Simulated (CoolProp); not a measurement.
Cyclopentane along the isobar 0.592 MPa: Z from the reference equation and from simpler models built on Tc = 511.7 K, pc = 4.583 MPa, ω = 0.202; each cubic takes its own stable root.

Model: reference Helmholtz-energy equation of state, Gedanitz 2015, in CoolProp.

```tsv
T (K)	phase	reference	Pitzer virial	van der Waals	Redlich-Kwong	Soave-Redlich-Kwong	Peng-Robinson
412	gas	0.9005	0.9082	0.9318	0.9130	0.9075	0.9016
424.5	gas	0.9104	0.9168	0.9367	0.9205	0.9160	0.9102
437.1	gas	0.9191	0.9245	0.9411	0.9272	0.9236	0.9180
449.6	gas	0.9267	0.9312	0.9451	0.9332	0.9303	0.9248
462.2	gas	0.9333	0.9372	0.9488	0.9385	0.9364	0.9310
474.7	gas	0.9391	0.9426	0.9521	0.9432	0.9417	0.9364
487.3	gas	0.9444	0.9474	0.9552	0.9475	0.9466	0.9414
499.8	gas	0.9490	0.9517	0.9579	0.9514	0.9509	0.9459
512.4	gas	0.9532	0.9555	0.9605	0.9549	0.9549	0.9500
524.9	gas	0.9569	0.9590	0.9628	0.9580	0.9585	0.9537
537.5	gas	0.9603	0.9622	0.9650	0.9609	0.9617	0.9571
550	gas	0.9633	0.9651	0.9670	0.9636	0.9647	0.9602
```
